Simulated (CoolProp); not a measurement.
Saturation properties of p-xylene (Tc = 616.2 K, pc = 3.532 MPa, ω = 0.324).

Model: reference Helmholtz-energy equation of state, Zhou 2012, in CoolProp.

```
T (K)  p (MPa)  enthalpy of vaporisation (kJ/kg)  vapour Z  liquid viscosity (µPa s)  vapour viscosity (µPa s)  liquid conductivity (mW/(m K))
-----  -------  --------------------------------  --------  ------------------------  ------------------------  ------------------------------
479.2   0.4639                             289.0    0.8677                       137                      10.1                            88.0
484.8   0.5150                             284.5    0.8579                       132                      10.2                            87.2
490.5   0.5714                             279.7    0.8475                       127                      10.3                            86.4
496.1   0.6312                             274.9    0.8367                       122                      10.5                            85.6
501.8   0.6968                             269.8    0.8251                       117                      10.6                            84.9
507.4   0.7662                             264.6    0.8132                       113                      10.8                            84.2
513.1   0.8420                             259.1    0.8005                       109                      10.9                            83.6
518.7   0.9220                             253.6    0.7873                       105                      11.1                            83.0
524.4    1.009                             247.7    0.7733                       101                      11.3                            82.4
530.1    1.102                             241.5    0.7585                      97.2                      11.4                            81.8
535.7    1.200                             235.2    0.7431                      93.8                      11.6                            81.2
541.4    1.307                             228.4    0.7267                      90.5                      11.8                            80.7
```

It boils at 411.5 K under 1 atm.

Viscosity comes from a separate model (Balogun 2015). Thermal conductivity comes from a separate model (Mylona 2014).
